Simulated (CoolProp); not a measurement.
Vapour pressure (MPa) of ethylene: the reference equation beside estimates from Tc = 9.2 °C, pc = 5.042 MPa, ω = 0.087. Clausius-Clapeyron is anchored at -118.25 °C with a constant enthalpy of vaporisation of 14.10 kJ/mol.

Values from CoolProp's reference Helmholtz-energy equation of state, Smukala 2000.

```csv
T (°C),reference,Lee-Kesler,Clausius-Clapeyron,Redlich-Kwong,Soave-Redlich-Kwong,Peng-Robinson
-127.45,0.01941,0.01920,0.01977,0.01745,0.01912,0.02035
-124.35,0.02493,0.02465,0.02520,0.02294,0.02456,0.02599
-121.35,0.03141,0.03105,0.03156,0.02949,0.03097,0.03257
-118.25,0.03947,0.03903,0.03947,0.03774,0.03893,0.04073
-115.15,0.04910,0.04857,0.04893,0.04772,0.04846,0.05044
-112.15,0.06010,0.05949,0.05976,0.05923,0.05936,0.06151
-109.05,0.07342,0.07273,0.07292,0.07330,0.07258,0.07488
-105.95,0.08896,0.08820,0.08831,0.08982,0.08802,0.09044
-102.95,0.1063,0.1055,0.1056,0.1084,0.1053,0.1078
-99.85,0.1269,0.1261,0.1262,0.1305,0.1258,0.1284
```

Absolute difference from the reference over all 10 rows, mean and median: Lee-Kesler 1.0 and 1.0 %, Clausius-Clapeyron 0.7 and 0.6 %, Redlich-Kwong 3.9 and 2.8 %, Soave-Redlich-Kwong 1.2 and 1.3 %, Peng-Robinson 2.7 and 2.5 %.
